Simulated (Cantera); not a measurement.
**Ignition delay**

Mixture: CH4 : H2 : O2 : N2 = 1 : 0.17 : 3.36 : 12.6 (molar parts), at 0.450 bar, adiabatic and at constant volume. Ignition delay is the time to a rise of 400 K.

Detailed kinetics in Cantera: GRI-Mech 3.0 (53 species, 325 reactions).

```csv
T0 (K),delay (ms)
1248,8.08
1323,3.80
1398,1.95
1473,1.10
1548,0.659
```

```json
{
  "apparent activation energy between 1398 and 1548 K": "130 kJ/mol"
}
```
